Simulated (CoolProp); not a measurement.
Saturated liquid density (kg/m³) of carbon dioxide: the reference equation beside estimates from Tc = 31.0 °C, pc = 7377 kPa, ω = 0.224.

The numbers come from the reference Helmholtz-energy equation of state, Span 1996 in CoolProp.

| T (°C) | reference | van der Waals | Redlich-Kwong | Soave-Redlich-Kwong |
|---|---|---|---|---|
| -46.55 | ? | 702.7 | 1009 | 1048 |
| -42.45 | 1126 | 693.2 | 991.6 | 1031 |
| -38.45 | 1110 | 683.5 | 974.3 | 1014 |
| -34.35 | 1094 | 673.3 | 956.0 | 995.9 |
| -30.25 | ? | 662.8 | 937.0 | 977.0 |
| -26.15 | 1059 | 651.9 | 917.3 | 957.3 |
| -22.15 | ? | 640.8 | 897.3 | 937.1 |
| -18.05 | ? | 629.0 | 876.0 | 915.4 |
| -13.95 | 1003 | 616.6 | 853.8 | 892.7 |
| -9.85 | 982.2 | 603.7 | 830.5 | 868.6 |
| -5.85 | ? | 590.4 | ? | 843.8 |
| -1.75 | 937.8 | 576.0 | 780.8 | 816.7 |
| 2.35 | 913.0 | 560.6 | 753.4 | 787.8 |
| 6.45 | 886.3 | ? | 724.1 | 756.6 |

### Question
Some entries are withheld; supply them.

### Answer

- -46.55, reference: 1142
- -30.25, reference: 1077
- -22.15, reference: 1041
- -18.05, reference: 1023
- -5.85, reference: 960.9
- -5.85, Redlich-Kwong: 806.6
- 6.45, van der Waals: 544.1

Absolute difference from the reference over all 14 rows, mean and median: van der Waals 38.5 and 38.5 %, Redlich-Kwong 14.4 and 14.1 %, Soave-Redlich-Kwong 10.7 and 10.2 %.
